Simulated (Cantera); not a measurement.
Input (Python, Cantera):

```python
import numpy as np
import cantera as ct

gas = ct.Solution("h2o2.yaml")
gas.TPX = 425, 52000, {'H2': 1, 'O2': 0.179, 'N2': 0.857, 'H2O': 0.016}
flame = ct.FreeFlame(gas, width=0.063)
flame.set_refine_criteria(ratio=3, slope=0.08, curve=0.16)
flame.transport_model = "mixture-averaged"
flame.solve(loglevel=0, auto=True)
z, T = flame.grid, flame.T
thick = (T[-1] - T[0]) / np.gradient(T, z).max()
show = ['H2', 'O2', 'O', 'H2O', 'H', 'HO2']
print(f"laminar burning velocity  {flame.velocity[0] * 100:.3f} cm/s")
print(f"burnt temperature         {T[-1]:.1f} K")
print(f"thermal thickness         {thick * 1e3:.4f} mm")
print(f"grid points               {len(z)}")
z0 = z[flame.heat_release_rate.argmax()]
print(f"{'z/mm':>9s}{'T/K':>9s}{'u/(m/s)':>9s}" + "".join(f"{s:>11s}" for s in show))
rows = []
for k in (-3, -2, -1.5, -1, -0.5, -0.25, 0, 0.25, 0.5, 1, 2, 4, 8):
    zz = z0 + k * thick
    rows.append([k * thick, np.interp(zz, z, T), np.interp(zz, z, flame.velocity),
                 *(np.interp(zz, z, flame.X[gas.species_index(s)]) for s in show)])
    print(f"{rows[-1][0] * 1e3:9.3f}{rows[-1][1]:9.1f}{rows[-1][2]:9.3f}" + "".join(f"{x:11.3e}" for x in rows[-1][3:]))
```

Output:

```
laminar burning velocity  339.024 cm/s
burnt temperature         1772.5 K
thermal thickness         1.0110 mm
grid points               129
     z/mm      T/K  u/(m/s)         H2         O2          O        H2O          H        HO2
   -3.033    425.0    3.390  4.873e-01  8.723e-02  2.032e-14  7.797e-03  3.121e-16  4.003e-13
   -2.022    425.0    3.390  4.873e-01  8.723e-02  2.216e-12  7.797e-03  3.570e-14  4.574e-11
   -1.517    425.0    3.390  4.873e-01  8.723e-02  6.085e-11  7.797e-03  1.389e-12  1.667e-09
   -1.011    425.2    3.391  4.873e-01  8.725e-02  4.898e-09  7.799e-03  1.425e-09  2.434e-07
   -0.506    463.5    3.668  4.817e-01  8.728e-02  8.545e-06  9.382e-03  1.250e-04  1.880e-04
   -0.253    703.1    5.434  4.527e-01  8.009e-02  1.271e-04  3.020e-02  5.245e-03  9.807e-05
    0.000   1029.5    7.781  3.905e-01  5.588e-02  9.063e-04  8.473e-02  2.740e-02  3.779e-05
    0.253   1252.2    9.416  3.289e-01  1.946e-02  1.095e-03  1.553e-01  5.196e-02  1.171e-05
    0.506   1352.0   10.148  3.080e-01  4.031e-03  4.011e-04  1.852e-01  5.793e-02  2.308e-06
    1.011   1435.8   10.728  3.079e-01  2.225e-04  1.241e-04  1.934e-01  5.175e-02  1.183e-07
    2.022   1516.9   11.270  3.150e-01  2.706e-05  8.529e-05  1.949e-01  4.086e-02  1.541e-08
    4.044   1595.5   11.786  3.225e-01  1.481e-05  5.312e-05  1.962e-01  2.959e-02  8.934e-09
    8.088   1661.7   12.213  3.290e-01  7.359e-06  2.691e-05  1.973e-01  1.975e-02  4.862e-09
```

Detailed kinetics in Cantera: the H2/O2 subset of GRI-Mech 3.0, which has no nitrogen chemistry. Burning velocities carry a grid error of a few per cent, more on coarse grids.
